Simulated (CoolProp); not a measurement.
Vapour pressure (MPa) of R1132(E): the reference equation beside estimates from Tc = 75.7 °C, pc = 5.174 MPa, ω = 0.245.

Values from CoolProp's reference Helmholtz-energy equation of state, Akasaka 2024.

```json
[
 {"T (°C)": "-17.25", "reference": "0.4588", "Lee-Kesler": "0.4597", "van der Waals": "1.312", "Redlich-Kwong": "0.6640", "Soave-Redlich-Kwong": "0.4597", "Peng-Robinson": "0.4561"},
 {"T (°C)": "-14.15", "reference": "0.5121", "Lee-Kesler": "0.5132", "van der Waals": "1.392", "Redlich-Kwong": "0.7300", "Soave-Redlich-Kwong": "0.5134", "Peng-Robinson": "0.5089"},
 {"T (°C)": "-10.95", "reference": "0.5718", "Lee-Kesler": "0.5733", "van der Waals": "1.477", "Redlich-Kwong": "0.8028", "Soave-Redlich-Kwong": "0.5737", "Peng-Robinson": "0.5682"},
 {"T (°C)": "-7.75", "reference": "0.6366", "Lee-Kesler": "0.6383", "van der Waals": "1.566", "Redlich-Kwong": "0.8806", "Soave-Redlich-Kwong": "0.6393", "Peng-Robinson": "0.6326"},
 {"T (°C)": "-4.55", "reference": "0.7068", "Lee-Kesler": "0.7087", "van der Waals": "1.658", "Redlich-Kwong": "0.9635", "Soave-Redlich-Kwong": "0.7103", "Peng-Robinson": "0.7024"},
 {"T (°C)": "-1.35", "reference": "0.7826", "Lee-Kesler": "0.7847", "van der Waals": "1.754", "Redlich-Kwong": "1.052", "Soave-Redlich-Kwong": "0.7870", "Peng-Robinson": "0.7779"},
 {"T (°C)": "1.85", "reference": "0.8642", "Lee-Kesler": "0.8666", "van der Waals": "1.853", "Redlich-Kwong": "1.146", "Soave-Redlich-Kwong": "0.8698", "Peng-Robinson": "0.8593"},
 {"T (°C)": "5.05", "reference": "0.9521", "Lee-Kesler": "0.9546", "van der Waals": "1.955", "Redlich-Kwong": "1.245", "Soave-Redlich-Kwong": "0.9590", "Peng-Robinson": "0.9470"},
 {"T (°C)": "8.25", "reference": "1.046", "Lee-Kesler": "1.049", "van der Waals": "2.061", "Redlich-Kwong": "1.350", "Soave-Redlich-Kwong": "1.055", "Peng-Robinson": "1.041"},
 {"T (°C)": "11.45", "reference": "1.148", "Lee-Kesler": "1.150", "van der Waals": "2.171", "Redlich-Kwong": "1.461", "Soave-Redlich-Kwong": "1.157", "Peng-Robinson": "1.142"},
 {"T (°C)": "14.65", "reference": "1.256", "Lee-Kesler": "1.258", "van der Waals": "2.284", "Redlich-Kwong": "1.578", "Soave-Redlich-Kwong": "1.267", "Peng-Robinson": "1.251"},
 {"T (°C)": "17.85", "reference": "1.371", "Lee-Kesler": "1.373", "van der Waals": "2.401", "Redlich-Kwong": "1.702", "Soave-Redlich-Kwong": "1.385", "Peng-Robinson": "1.367"}
]
```

Absolute difference from the reference over all 12 rows, mean and median: Lee-Kesler 0.2 and 0.3 %, van der Waals 123.6 and 119.3 %, Redlich-Kwong 33.9 and 33.5 %, Soave-Redlich-Kwong 0.6 and 0.6 %, Peng-Robinson 0.5 and 0.6 %.
